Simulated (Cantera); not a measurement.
A freely propagating, adiabatic, planar premixed flame of H2 : O2 : N2 = 1 : 0.385 : 1.46 (molar parts), equivalence ratio 1.3, unburnt at 675 K and 100.0 Torr; mixture-averaged transport, grid criteria slope 0.08 and curve 0.16, no radiation.

Detailed kinetics in Cantera: the H2/O2 subset of GRI-Mech 3.0, which has no nitrogen chemistry. Burning velocities carry a grid error of a few per cent, more on coarse grids.

x: mole fraction of selected species; z is measured from the peak of heat release.

| z (mm) | T (K) | u (m/s) | x H2 | x O2 | x OH | x HO2 | x O | x H |
|---|---|---|---|---|---|---|---|---|
| -20.6 | 675 | 8.33 | 0.351 | 0.135 | <1e-8 | <1e-8 | <1e-8 | <1e-8 |
| -13.8 | 675 | 8.33 | 0.351 | 0.135 | <1e-8 | <1e-8 | <1e-8 | <1e-8 |
| -10.3 | 675 | 8.33 | 0.351 | 0.135 | <1e-8 | <1e-8 | <1e-8 | <1e-8 |
| -6.88 | 675 | 8.33 | 0.351 | 0.135 | <1e-8 | 3.79e-7 | <1e-8 | 4.11e-7 |
| -3.44 | 680 | 8.38 | 0.350 | 0.135 | 1.54e-5 | 3.51e-5 | 1.00e-5 | 0.000461 |
| -1.72 | ? | 9.42 | 0.331 | 0.132 | 0.000231 | 2.74e-5 | 0.000348 | 0.0104 |
| 0 | ? | 13.5 | 0.178 | 0.0790 | 0.00332 | 1.23e-5 | 0.00781 | 0.0866 |
| 1.72 | 1394 | 16.4 | 0.0782 | 0.0222 | 0.00772 | 3.27e-6 | 0.0125 | 0.122 |
| 3.44 | 1504 | 17.6 | 0.0768 | 0.0174 | 0.00977 | 2.26e-6 | 0.0125 | 0.113 |
| 6.88 | ? | 18.9 | 0.0820 | 0.0153 | 0.0121 | 1.70e-6 | 0.0118 | 0.0975 |
| 13.8 | ? | 20.5 | 0.0868 | 0.0129 | 0.0145 | 1.24e-6 | 0.0104 | 0.0807 |
| 27.5 | 1952 | 22.1 | 0.0901 | 0.0103 | 0.0162 | 8.80e-7 | 0.00848 | 0.0638 |
| 55.1 | ? | 23.6 | 0.0918 | 0.00757 | 0.0167 | 6.42e-7 | 0.00622 | 0.0481 |

Q: Some entries are withheld; supply them.

A: 
- -1.72, T (K): 770
- 0, T (K): 1128
- 6.88, T (K): 1637
- 13.8, T (K): 1790
- 55.1, T (K): 2114
